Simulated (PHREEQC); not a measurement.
## Nickel, zinc or cadmium bath

Consider water at 16 °C with 0.2 mol CdCl2, 4.3e-05 mol KCl and 0.0063 mol MnSO4 per kg of water. Closed to the air; pH follows from the charge balance.

The numbers come from PHREEQC with the ion-association model, wateq4f.dat.

Each row changes one thing in this solution. This is a speciation only: nothing precipitates in the calculation.

```
case                                    pH  ionic strength (mol/kgw)  Cl- (mol/kgw)  Mn+2 (mol/kgw)  SO4-2 (mol/kgw)  MnCl+ (mol/kgw)
------------------------------------  ----  ------------------------  -------------  --------------  ---------------  ---------------
as made                               5.33                     0.222          0.175         0.00493          0.00368          0.00109
KCl left out                          5.33                     0.222          0.175         0.00493          0.00368          0.00109
temperature from 16 to 40 °C          5.23                     0.218          0.170         0.00491          0.00359          0.00102
diluted 2-fold with water             5.42                     0.132          0.104         0.00264                …         0.000406
KCl from 4.3e-05 to 4.73e-05 mol/kgw     …                     0.222          0.175         0.00493          0.00368          0.00109
CdCl2 left out                           …                    0.0200        4.25e-5         0.00500          0.00500          5.14e-7
temperature from 16 to 75 °C          5.10                     0.215          0.165         0.00488          0.00350         0.000905
temperature from 16 to 20 °C          5.31                     0.221          0.174         0.00493          0.00366          0.00108
```

Complete the blanks.


- diluted 2-fold with water, SO4-2 (mol/kgw): 0.00186
- KCl from 4.3e-05 to 4.73e-05 mol/kgw, pH: 5.34
- CdCl2 left out, pH: 6.74

Complexes and solids missing from the database can't appear. Constants without temperature data keep their 25 °C values here.
